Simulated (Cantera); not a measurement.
Input: 1 mol PbO, 1.2 mol O2, 3.5 mol H2, held at 350 °C and 4.80 Torr.

Method: chemical equilibrium by Gibbs-energy minimisation in Cantera with the NASA 1993 tables (ideal gas, pure condensed phases). Candidate condensed phases: H2O, Pb, PbO, PbO2, Pb3O4; 12 gas species. Equilibrium is a limit: real reactors are often held back by kinetics, nucleation or transport.

What is the equilibrium state?


```
Item                                    Result
-----------------------------------  ---------
x(H2O)                                   0.971
x(H2)                                   0.0286
n(Pb(l))                              1.00 mol
gas amount                           3.500 mol
log10 activity of PbO2(s) (absent)      -19.87
log10 activity of Pb3O4(s) (absent)     -25.24
```
